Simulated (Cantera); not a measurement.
An adiabatic, constant-volume homogeneous reactor starts with 14.1 % CH4, 4.80 % H2, 17.1 % O2, 64.0 % N2, equivalence ratio 1.8, at 1000 K and 18.0 bar.

Detailed kinetics in Cantera: GRI-Mech 3.0 (53 species, 325 reactions). The pressure lies above the range GRI-Mech 3.0 was tuned for (to about 10 atm).

### Question
Predict: time of steepest temperature rise; temperature at 4.00 s; equilibrium temperature; x(CH4) at 4.00 s; x(H2) at 4.00 s; x(O2) at 4.00 s; x(H2O2) at 4.00 s; x(HCN) at 4.00 s; x(H) at 4.00 s; x(CO2) at 4.00 s.

### Answer
```
Quantity                                                             Value
---------------------------------  ---------------------------------------
time of steepest temperature rise                                  7.32 ms
temperature at 4.00 s                                               2637 K
equilibrium temperature                                             2637 K
x(CH4) at 4.00 s                   8.87e-9 (gas-phase equilibrium 9.84e-9)
x(H2) at 4.00 s                        0.135 (gas-phase equilibrium 0.135)
x(O2) at 4.00 s                    3.35e-6 (gas-phase equilibrium 3.35e-6)
x(H2O2) at 4.00 s                  1.99e-8 (gas-phase equilibrium 1.99e-8)
x(HCN) at 4.00 s                   2.78e-6 (gas-phase equilibrium 2.78e-6)
x(H) at 4.00 s                     0.00227 (gas-phase equilibrium 0.00227)
x(CO2) at 4.00 s                     0.0194 (gas-phase equilibrium 0.0194)
```
